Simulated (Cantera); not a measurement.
Feed: 1 mol Si, 1.5 mol CO₂, 23 mol N₂, held at 677 °C.

These are equilibrium values from Cantera (NASA tables, ideal gas, pure condensed phases), not measurements of a reactor. Candidate condensed phases: C, Si, SiC, SiO₂, Si₂N₂O, Si₃N₄; 34 gas species. N₂ is the only nitrogen source here; it is nearly inert below about 1500 K, so the nitride shown seldom forms there in practice. Rates play no part.

Q: Which condensed phases are stable at each of these points (P (Pa)): 0.100, 1.50, 22, 320, 4600, 68000, 1000000?

A: 
| P (Pa) | condensed phases | Si condensed (%) |
|---|---|---|
| 0.100 | SiO₂(β-quartz) + Si₂N₂O(s) | 100.0 |
| 1.50 | SiO₂(β-quartz) + Si₂N₂O(s) | 100.0 |
| 22 | C(graphite) + SiO₂(β-quartz) | 100.0 |
| 320 | C(graphite) + SiO₂(β-quartz) | 100.0 |
| 4600 | C(graphite) + SiO₂(β-quartz) | 100.0 |
| 68000 | C(graphite) + SiO₂(β-quartz) | 100.0 |
| 1000000 | C(graphite) + SiO₂(β-quartz) | 100.0 |

From 0.000750 Torr to 0.0113 Torr the condensed part is SiO₂(β-quartz) + Si₂N₂O(s). From 0.165 Torr to 7500 Torr the condensed part is C(graphite) + SiO₂(β-quartz).
